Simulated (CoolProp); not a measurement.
Vapour-liquid equilibrium of R152A (1) + methanol (2) at 61.35 °C; x and y are mole fractions of (1).

Computed with CoolProp (multi-fluid Helmholtz-energy mixture model, Outcalt 1996 and de Reuck 1993; pair parameters Bell 2016).

```csv
x,bubble pressure (MPa),y at the bubble point,dew pressure at overall composition x (MPa),liquid density (mol/L)
0.05,0.3234,0.722,0.09426,22.73
0.15,0.6074,0.851,0.1054,21.36
0.25,0.7587,0.882,0.1193,20.06
0.35,0.8549,0.898,0.1377,18.84
0.45,0.9336,0.909,0.1628,17.68
0.55,1.013,0.921,0.1991,16.58
0.65,1.102,0.934,0.2565,15.53
0.75,1.205,0.949,0.3604,14.52
0.85,1.326,0.967,0.6021,13.52
0.95,1.468,0.988,1.211,12.53
```

No azeotrope shows between x = 0.05 and 0.95.

Pair parameters are fitted to limited data, so mixtures are less certain than the pure fluids. The gap from Raoult's law changes sign with composition, which may be real or a fault of the pair parameters; it wasn't checked against measurements. With so large a gap from Raoult's law the liquid may split in two, which this calculation doesn't test in full.
